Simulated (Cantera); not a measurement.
# Hydrocarbon pyrolysis for carbon deposition

An isothermal, constant-pressure homogeneous reactor starts with 1.02 % C2H6, 96.5 % N2, 2.44 % H2O, at 1423 K and 0.510 bar.

Detailed kinetics in Cantera: GRI-Mech 3.0 (53 species, 325 reactions).

| t (s) | x C2H6 | x HCN | x CH2 | x CH3 | x C2H2 | x C2H4 |
|---|---|---|---|---|---|---|
| 3.00e-5 | 0.0101 | <1e-12 | 6.27e-9 | 7.29e-5 | 2.89e-10 | 4.82e-6 |
| 0.000126 | 0.00976 | 5.26e-10 | 1.50e-7 | 0.000231 | 6.31e-7 | 0.000238 |
| 0.000527 | 0.00721 | 1.87e-8 | 3.03e-7 | 0.000298 | 8.97e-5 | 0.00243 |
| 0.00221 | 0.00160 | 6.57e-8 | 1.59e-7 | 0.000134 | 0.00161 | 0.00601 |
| 0.00924 | 3.92e-5 | 8.31e-8 | 7.43e-9 | 2.02e-5 | 0.00519 | 0.00380 |
| 0.0387 | 1.29e-6 | 8.34e-8 | 7.06e-10 | 4.41e-6 | 0.00705 | 0.00195 |
| 0.162 | 5.78e-7 | 8.35e-8 | 5.46e-10 | 3.35e-6 | 0.00849 | 0.000489 |
| 0.680 | 5.67e-7 | 8.40e-8 | 5.65e-10 | 3.38e-6 | 0.00888 | 5.39e-5 |
| 2.85 | 5.67e-7 | 8.65e-8 | 5.38e-10 | 3.37e-6 | 0.00872 | 5.31e-5 |
| 11.9 | 5.32e-7 | 9.45e-8 | 4.44e-10 | 3.26e-6 | 0.00817 | 5.37e-5 |
| 50.0 | 3.60e-7 | 1.11e-7 | 2.63e-10 | 2.69e-6 | 0.00677 | 5.46e-5 |
x: mole fraction; the columns are a selection and need not sum to one.

Equilibrium at this temperature and pressure: C2H6 <1e-12, HCN 7.96e-8, CH2 <1e-12, CH3 1.73e-12, C2H2 <1e-12, C2H4 <1e-12 (gas phase only).
